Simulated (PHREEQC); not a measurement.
# Nickel, zinc or cadmium bath: speciation

Make-up at 25 °C: 140 mmol/kgw CdCl2, 0.087 mmol/kgw KCl and 49 mmol/kgw FeSO4. Closed to the air; pH follows from the charge balance.

All values are PHREEQC results (ion-association model, wateq4f.dat), not measurements.

Each row changes one thing in this solution. Precipitation was switched off in this run.

```json
[
 {"case": "as made", "pH": "5.44", "ionic strength (mol/kgw)": "0.282", "Cl- (mol/kgw)": "0.145", "CdCl+ (mol/kgw)": "0.0808", "Fe+2 (mol/kgw)": "0.0362", "SO4-2 (mol/kgw)": "0.0233", "SI of CdOHCl (CdOHCl)": "-1.29", "SI of Melanterite (FeSO4:7H2O)": "-2.00"},
 {"case": "KCl replaced by KHSO4 at the same molality", "pH": "4.40", "ionic strength (mol/kgw)": "0.282", "Cl- (mol/kgw)": "0.145", "CdCl+ (mol/kgw)": "0.0808", "Fe+2 (mol/kgw)": "0.0362", "SO4-2 (mol/kgw)": "0.0233", "SI of CdOHCl (CdOHCl)": "-2.33", "SI of Melanterite (FeSO4:7H2O)": "-2.00"},
 {"case": "diluted 2-fold with water", "pH": "5.51", "ionic strength (mol/kgw)": "0.159", "Cl- (mol/kgw)": "0.0835", "CdCl+ (mol/kgw)": "0.0399", "Fe+2 (mol/kgw)": "0.0192", "SO4-2 (mol/kgw)": "0.0126", "SI of CdOHCl (CdOHCl)": "-1.51", "SI of Melanterite (FeSO4:7H2O)": "-2.37"},
 {"case": "FeSO4 from 0.049 to 0.0245 mol/kgw", "pH": "5.40", "ionic strength (mol/kgw)": "0.224", "Cl- (mol/kgw)": "0.140", "CdCl+ (mol/kgw)": "0.0843", "Fe+2 (mol/kgw)": "0.0196", "SO4-2 (mol/kgw)": "0.0126", "SI of CdOHCl (CdOHCl)": "-1.31", "SI of Melanterite (FeSO4:7H2O)": "-2.47"},
 {"case": "diluted 100-fold with water", "pH": "6.30", "ionic strength (mol/kgw)": "0.00539", "Cl- (mol/kgw)": "0.00259", "CdCl+ (mol/kgw)": "0.000203", "Fe+2 (mol/kgw)": "0.000470", "SO4-2 (mol/kgw)": "0.000401", "SI of CdOHCl (CdOHCl)": "-2.93", "SI of Melanterite (FeSO4:7H2O)": "-4.78"},
 {"case": "0.22 mol/kgw AlCl3 added", "pH": "3.18", "ionic strength (mol/kgw)": "1.31", "Cl- (mol/kgw)": "0.690", "CdCl+ (mol/kgw)": "0.0553", "Fe+2 (mol/kgw)": "0.0412", "SO4-2 (mol/kgw)": "0.00512", "SI of CdOHCl (CdOHCl)": "-3.66", "SI of Melanterite (FeSO4:7H2O)": "-3.10"}
]
```

The ionic strength passes 0.7 mol/kgw, the rough limit of the ion-association models, in 0.22 mol/kgw AlCl3 added.
